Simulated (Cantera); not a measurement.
## Equilibrium for calcination and drying: MgCO3 + CO2

Input: 1 mol MgCO3, 0.046 mol CO2, equilibrated at 580000 Pa.

Equilibrium computed with Cantera from the NASA thermochemical tables; the gas is ideal and each condensed phase is pure. Candidate condensed phases: C, Mg, MgCO3, MgO; 15 gas species. Rates play no part.

```tsv
T (K)	x CO2	x CO	x O2	n MgCO3(s)	n MgO(s)
623	1.00	8.49e-9	<1e-12	1.00	0
673	1.00	1.90e-12	<1e-12	1.00	0
723	1.00	1.74e-10	<1e-12	1.00	0
773	1.00	1.39e-10	6.83e-11	0	1.00
823	1.00	8.25e-10	4.12e-10	0	1.00
873	1.00	4.01e-9	2.00e-9	0	1.00
923	1.00	1.64e-8	8.19e-9	0	1.00
973	1.00	5.79e-8	2.89e-8	0	1.00
```
x: gas mole fraction; n: condensed amount in mol.

From 623 K to 723 K the condensed part is MgCO3(s). From 773 K to 973 K the condensed part is MgO(s).
